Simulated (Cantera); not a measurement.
**Equilibrium for carbothermic reduction: PbO + C + CO**

Feed: 1 mol PbO, a varied amount of C, 0.054 mol CO, at 2400 °C and 0.133 bar.

These are equilibrium values from Cantera (NASA tables, ideal gas, pure condensed phases), not measurements of a reactor. Candidate condensed phases: C, Pb, PbO, PbO₂, Pb₃O₄; 15 gas species. Gases not in the tables: (PbO)n polymers. Kinetics and transport are ignored.

At 0.93 mol C nothing is condensed. From 1.5 mol C to 6.1 mol C the condensed part is C(graphite).

```tsv
n(C) (mol)	x CO	x Pb	x CO₂	x PbO	x O	n C(graphite)
0.93	0.467	0.498	0.0280	0.00560	0.00125	0
1.5	0.513	0.487	8.60e-8	1.53e-8	3.51e-9	0.500
2.1	0.513	0.487	8.60e-8	1.53e-8	3.51e-9	1.10
2.6	0.513	0.487	8.60e-8	1.53e-8	3.51e-9	1.60
3.2	0.513	0.487	8.60e-8	1.53e-8	3.51e-9	2.20
3.8	0.513	0.487	8.60e-8	1.53e-8	3.51e-9	2.80
4.4	0.513	0.487	8.60e-8	1.53e-8	3.51e-9	3.40
4.9	0.513	0.487	8.60e-8	1.53e-8	3.51e-9	3.90
5.5	0.513	0.487	8.60e-8	1.53e-8	3.51e-9	4.50
6.1	0.513	0.487	8.60e-8	1.53e-8	3.51e-9	5.10
```
x: gas mole fraction; n: condensed amount in mol.
